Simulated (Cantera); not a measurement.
A Cantera script and what it prints.

```python
import numpy as np
import cantera as ct

gas_names = """
    C CH CH2 CH3 CH2OH CH3O CH4 CH3OH CN CO CO2 COOH C2 C2H CHCO,ketyl C2H2,acetylene C2H2,vinylidene
    CH2CO,ketene C2H3,vinyl CH3CN CH3CO,acetyl C2H4 C2H4O,ethylen CH3CHO,ethanal CH3COOH (HCOOH)2 C2H5
    C2H6 CH3OCH3 C2H5OH CCN CNC C2N2 C2O C3 C3H3,propargyl C3H4,allene C3H4,propyne C3H4,cyclo-
    C3H5,allyl C3H6,propylene C3H6,cyclo- C3H6O C3H7,n-propyl C3H7,i-propyl C3H8 C3H8O,1propanol
    C3H8O,2propanol C3O2 C4 C4H2 C4H4,1,3-cyclo- C4H6,butadiene C4H6,2-butyne C4H6,cyclo- C4H8,1-butene
    C4H8,cis2-buten C4H8,tr2-butene C4H8,isobutene C4H8,cyclo- (CH3COOH)2 C4H9,n-butyl C4H9,i-butyl
    C4H9,s-butyl C4H9,t-butyl C4H10,isobutane C4H10,n-butane C4N2 C5 C5H6,1,3cyclo- C5H8,cyclo-
    C5H10,1-pentene C5H10,cyclo- C5H11,pentyl C5H11,t-pentyl C5H12,n-pentane C5H12,i-pentane
    CH3C(CH3)2CH3 C6H2 C6H5,phenyl C6H5O,phenoxy C6H6 C6H5OH,phenol C6H10,cyclo- C6H12,1-hexene
    C6H12,cyclo- C6H13,n-hexyl C7H7,benzyl C7H8 C7H8O,cresol C7H14,1-heptene C7H15,n-heptyl
    C7H16,n-heptane C8H8,styrene C8H10,ethylbenz C8H16,1-octene C8H17,n-octyl C8H18,isooctane
    C8H18,n-octane C9H19,n-nonyl C10H8,naphthale C10H21,n-decyl C12H9,o-bipheny C12H10,bipheny Fe FeC5O5
    FeO Fe(OH)2 H HCN HCO HCCN HNC HNCO HNO HNO2 HNO3 HO2 H2 HCHO,formaldehy HCOOH H2O H2O2 N NCO NH NH2
    NH3 NH2OH NO NO2 NO3 N2 N2H2 N2H4 N2O O OH O2 O3
""".split()
cond_names = """
    C(gr) C6H6(L) C7H8(L) C8H18(L),n-octa Fe(a) Fe(c) Fe(d) Fe(L) FeC5O5(L) FeO(s) FeO(L) Fe(OH)2(s)
    Fe(OH)3(s) Fe2O3(s) Fe3O4(s) H2O(s) H2O(L)
""".split()


def load(file, names, dense=False):
    # The tables refer to 1 bar. Condensed volumes are neglected.
    table = {s.name: s for s in ct.Species.list_from_file(file)}
    out = []
    for n in names:
        d = dict(table[n].input_data)
        d["thermo"] = dict(d["thermo"], **{"reference-pressure": 1e5})
        if dense:
            d["equation-of-state"] = {"model": "constant-volume", "density": "1e6 g/cm^3"}
        out.append(ct.Species.from_dict(d))
    return out


gas = ct.Solution(thermo="ideal-gas", species=load("nasa_gas.yaml", gas_names))
cond = {s.name: ct.Solution(thermo="fixed-stoichiometry", species=[s], name=s.name)
        for s in load("nasa_condensed.yaml", cond_names, dense=True)}
atoms = {
    'Fe(CO)5': {'Fe': 1, 'C': 5, 'O': 5},
    'CO': {'C': 1, 'O': 1},
    'N2': {'N': 2},
    'H2': {'H': 2},
}
top_T = {'C(gr)': 4500, 'Fe2O3(s)': 1830, 'Fe3O4(s)': 1870}  # K; cautious upper limits of use, not melting points


def equilibrate(T, P, feed):
    n = {}
    for name, mol in feed.items():
        for a, k in atoms[name].items():
            n[a] = n.get(a, 0.0) + k * mol
    gas.TPX = T, P, n
    mass = sum(n.values()) * gas.mean_molecular_weight
    gas.equilibrate("TP")
    valid = [c for c in cond.values() if c.min_temp <= T <= top_T.get(c.name, c.max_temp)]
    mix = ct.Mixture([(gas, mass / gas.mean_molecular_weight)] + [(c, 0.0) for c in valid])
    mix.T, mix.P = T, P
    mix.equilibrate("TP", solver="vcs", rtol=1e-11, max_steps=5000)
    return mix


results = []
feed = {'Fe(CO)5': 1, 'CO': 0.2, 'N2': 12, 'H2': 0.16}  # mol
P = 133.322  # Pa
for T in [900, 950, 1000, 1050, 1100, 1150, 1200, 1250, 1300, 1350, 1400]:
    mix = equilibrate(T, P, feed)
    results.append((T, P, feed, dict(zip(mix.species_names, mix.species_moles))))

top = {s: max(r[3][s] / sum(r[3][g] for g in gas_names) for r in results) for s in gas_names}
cols = sorted((s for s in top if top[s] > 0.0001), key=lambda s: -top[s])[:5]
seen = [c for c in cond_names if any(r[3].get(c, 0) > 1e-12 for r in results)]
print("log10 of partial pressures in bar; condensed amounts in mol")
print(f"{'T/K':>10s}" + "".join(f"{s[:9]:>10s}" for s in cols + seen))
for T, P, feed, n in results:
    ng = sum(n[g] for g in gas_names)
    print(f"{T:10.4g}" + "".join(f"{np.log10(max(n[s] / ng * P / 1e5, 1e-99)):10.3f}" for s in cols)
          + "".join(f"{n.get(c, 0):10.4g}" for c in seen))
```

Result:

```
log10 of partial pressures in bar; condensed amounts in mol
       T/K        N2        CO        H2       CO2     C(gr)     Fe(a)     Fe(c)
       900    -3.035    -3.400    -4.911    -6.054   0.01165         1         0
       950    -3.035    -3.399    -4.911    -6.575  0.003522         1         0
      1000    -3.035    -3.399    -4.911    -7.044  0.001195         1         0
      1050    -3.035    -3.399    -4.911    -7.467 0.0004398         1         0
      1100    -3.035    -3.399    -4.911    -7.852  0.000158         1         0
      1150    -3.035    -3.399    -4.911    -8.201 2.673e-05         1         0
      1200    -3.035    -3.399    -4.911    -8.319         0         0         1
      1250    -3.035    -3.399    -4.911    -8.351         0         0         1
      1300    -3.035    -3.399    -4.911    -8.380         0         0         1
      1350    -3.035    -3.399    -4.911    -8.407         0         0    0.9999
      1400    -3.035    -3.399    -4.911    -8.432         0         0    0.9998
```

Cantera equilibrium calculation (NASA polynomials, part measured and part estimated; ideal gas, pure solids and liquids). Condensed phases not in the tables: cementite and carbon dissolved in iron.
